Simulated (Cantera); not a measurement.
A closed system holds: 1 mol BF₃, 0.071 mol H₂O, 5.8 mol N₂, held at 15.0 Pa.

These are equilibrium values from Cantera (NASA tables, ideal gas, pure condensed phases), not measurements of a reactor. Candidate condensed phases: B, BN, B₂O₃, B₃O₃H₃, H₂O; 62 gas species. The tables' values for BF₂ are old estimates; treat these amounts as uncertain. Rates play no part.

log p: log10 of the partial pressure in bar; nothing condenses.

```json
[
 {"T (K)": "1048", "log p N₂": "-3.90", "log p BF₃": "-4.70", "log p HF": "-5.52", "log p BOF": "-5.90", "log p F": "?"},
 {"T (K)": "1123", "log p N₂": "-3.90", "log p BF₃": "-4.70", "log p HF": "-5.51", "log p BOF": "-5.82", "log p F": "?"},
 {"T (K)": "1198", "log p N₂": "-3.90", "log p BF₃": "-4.70", "log p HF": "-5.51", "log p BOF": "-5.81", "log p F": "?"},
 {"T (K)": "1273", "log p N₂": "-3.90", "log p BF₃": "-4.70", "log p HF": "-5.51", "log p BOF": "-5.81", "log p F": "?"},
 {"T (K)": "1348", "log p N₂": "-3.90", "log p BF₃": "-4.70", "log p HF": "-5.51", "log p BOF": "-5.81", "log p F": "?"},
 {"T (K)": "1423", "log p N₂": "-3.90", "log p BF₃": "-4.70", "log p HF": "-5.51", "log p BOF": "-5.81", "log p F": "?"},
 {"T (K)": "1498", "log p N₂": "-3.90", "log p BF₃": "-4.70", "log p HF": "-5.51", "log p BOF": "-5.81", "log p F": "?"},
 {"T (K)": "1573", "log p N₂": "-3.90", "log p BF₃": "-4.70", "log p HF": "-5.51", "log p BOF": "-5.81", "log p F": "?"},
 {"T (K)": "1648", "log p N₂": "-3.90", "log p BF₃": "-4.70", "log p HF": "-5.51", "log p BOF": "-5.81", "log p F": "?"},
 {"T (K)": "1723", "log p N₂": "-3.90", "log p BF₃": "-4.70", "log p HF": "-5.51", "log p BOF": "-5.81", "log p F": "?"},
 {"T (K)": "1798", "log p N₂": "-3.90", "log p BF₃": "-4.70", "log p HF": "-5.51", "log p BOF": "-5.81", "log p F": "?"},
 {"T (K)": "1873", "log p N₂": "-3.90", "log p BF₃": "-4.70", "log p HF": "-5.51", "log p BOF": "-5.81", "log p F": "?"},
 {"T (K)": "1948", "log p N₂": "-3.90", "log p BF₃": "-4.70", "log p HF": "-5.51", "log p BOF": "-5.81", "log p F": "?"}
]
```

Some entries are withheld; supply them.


- 1048, log p F: -14.63
- 1123, log p F: -13.50
- 1198, log p F: -12.49
- 1273, log p F: -11.55
- 1348, log p F: -10.67
- 1423, log p F: -9.88
- 1498, log p F: -9.22
- 1573, log p F: -8.65
- 1648, log p F: -8.17
- 1723, log p F: -7.73
- 1798, log p F: -7.33
- 1873, log p F: -6.96
- 1948, log p F: -6.63
